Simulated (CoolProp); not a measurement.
A closed Brayton cycle with carbon dioxide: compressor inlet 312.15 K and 7.6 MPa, high pressure 18.2 MPa, turbine inlet 930 K, compressor efficiency 0.89, turbine efficiency 0.93, recuperator effectiveness 0 (on enthalpy, no pinch check). Each further row changes one setting.

Computed with CoolProp (reference Helmholtz-energy equation of state, Span 1996).

```json
[
 {"case": "as stated", "thermal efficiency (%)": "13.9", "net work (kJ/kg)": "100", "compressor to turbine work": "0.26", "compressor exit (K)": "378.0", "turbine exit (K)": "813.8"},
 {"case": "turbine inlet 880 K", "thermal efficiency (%)": "14.0", "net work (kJ/kg)": "92.3", "compressor to turbine work": "0.28", "compressor exit (K)": "378.0", "turbine exit (K)": "767.9"},
 {"case": "compressor inlet 322.15 K", "thermal efficiency (%)": "13.6", "net work (kJ/kg)": "93.2", "compressor to turbine work": "___", "compressor exit (K)": "___", "turbine exit (K)": "813.8"},
 {"case": "high pressure 15.5 MPa", "thermal efficiency (%)": "11.5", "net work (kJ/kg)": "84.1", "compressor to turbine work": "0.25", "compressor exit (K)": "365.7", "turbine exit (K)": "___"},
 {"case": "recuperator effectiveness 0.5", "thermal efficiency (%)": "21.4", "net work (kJ/kg)": "100", "compressor to turbine work": "0.26", "compressor exit (K)": "378.0", "turbine exit (K)": "813.8"}
]
```

Question: Complete the blanks.

Answer: 
- compressor inlet 322.15 K, compressor to turbine work: 0.31
- compressor inlet 322.15 K, compressor exit (K): 395.6
- high pressure 15.5 MPa, turbine exit (K): 834.5
